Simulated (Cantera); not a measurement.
Input: 1 mol SiH4, 0.97 mol NH3, 3.8 mol H2, at 3100 Pa.

Cantera equilibrium calculation (NASA polynomials, part measured and part estimated; ideal gas, pure solids and liquids). Candidate condensed phases: Si, Si3N4; 18 gas species. Mutual solubility and eutectic melting of coexisting phases are not modelled. Rates play no part. All values below are at 1298 K.

Base state: H2 1.000, N2 1.52e-5 (mole fractions); condensed: Si(s) + Si3N4(s).

Q: What changes in the equilibrium state with this change: SiH4 replaced by SiH2Cl2?

A: 
| species | before | after |
|---|---|---|
| H2 | 1.000 | 0.793 |
| HCl | 0 | 0.168 |
| SiCl2 | 0 | 0.0161 |
| SiCl4 | 0 | 0.0135 |
| SiCl3 | 0 | 0.00603 |
| SiHCl3 | 0 | 0.00288 |
| SiH2Cl2 | 0 | 8.66e-5 |
| Si(s), mol | 0.273 | 0 |
| Si3N4(s), mol | 0.242 | 0.242 |
The tables' values for SiCl3 are old estimates; treat these amounts as uncertain. Further candidate phases: NH4Cl.
